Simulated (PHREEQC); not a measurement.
Synthetic water in mg/L, 15 °C, pH 5.86, pe 8.1: Na 0.0278; K 0.0033; Ca 0.0115; Mg 0.0456; Cl 0.126; S(6) as SO4 0.0124; Alkalinity as HCO3 0.107; Pb 0.0106; Cd 0.000259; Br 0.00194; O(0) (dissolved oxygen) 0.00213.

Cl is adjusted to close the charge balance.
Valence states are taken as typed.

All values are PHREEQC results (ion-association model, phreeqc.dat), not measurements.

```
quantity                    before     after
------------------------  --------  --------
ionic strength (mol/kgw)   9.45e-6   1.12e-5
CO2 (mol/kgw)              1.13e-5   4.07e-5
HCO3- (mol/kgw)            3.13e-6   4.93e-6
PbOH+ (mol/kgw)           7.02e-10  3.08e-10
PbHCO3+ (mol/kgw)         1.23e-10  1.95e-10
CO3-2 (mol/kgw)           8.56e-11  5.88e-11
SI of Pb(OH)2 (Pb(OH)2)      -4.09     -4.81
SI of Anglesite (PbSO4)      -6.36     -6.35
```

**Question.** Name the change that produced these shifts.
(A) K from 0.0033 to 0.0099 mg/L
(B) pH from 5.86 to 6.16 at the same alkalinity
(C) pH from 5.86 to 5.5 at the same alkalinity
(D) Alkalinity from 0.107 to 0.0535 mg/L

**Answer.** C, pH from 5.86 to 5.5 at the same alkalinity

This is a speciation only: nothing precipitates in the calculation.
